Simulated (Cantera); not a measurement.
**Stirred combustor or abatement burner**

A perfectly stirred reactor is fed with 6.65 % C3H8, 19.5 % O2, 73.8 % N2, at 3750 Torr; it is adiabatic with a 450 K inlet, and is followed from long to short residence time, starting on the burning branch (τ in s: 0.17, 0.051, 0.015, 0.0045, 0.0013, 0.0004, 0.00012, 3.5e-05, 1e-05).

Detailed kinetics in Cantera: GRI-Mech 3.0 (53 species, 325 reactions). GRI-Mech 3.0 was tuned for natural gas; its chemistry of propane as a main component is partial and can be far from experiment.

```
τ (s)    T (K)    x C3H8      x O2   x CO2     x NO2     x CH3    x C2H4
-------  -----  --------  --------  ------  --------  --------  --------
0.17      1947   3.44e-7   7.77e-5  0.0389  4.64e-11   6.56e-5   1.53e-5
0.051     1954   1.06e-6  0.000225  0.0407  1.04e-10  0.000132   3.91e-5
0.015     1960   3.31e-6  0.000622  0.0427  2.26e-10  0.000244   9.27e-5
0.0045    1956   1.02e-5   0.00156  0.0439  4.61e-10  0.000418  0.000212
0.0013    1935   3.35e-5   0.00383  0.0429  8.71e-10  0.000685  0.000514
0.00040   1874  0.000123   0.00951  0.0381   1.31e-9   0.00103   0.00139
0.00012    450    0.0665     0.195  <1e-12    <1e-12    <1e-12    <1e-12
3.5e-5     450    0.0665     0.195  <1e-12    <1e-12    <1e-12    <1e-12
1.0e-5     450    0.0665     0.195  <1e-12    <1e-12    <1e-12    <1e-12
```
x: mole fraction; the columns are a selection and need not sum to one.
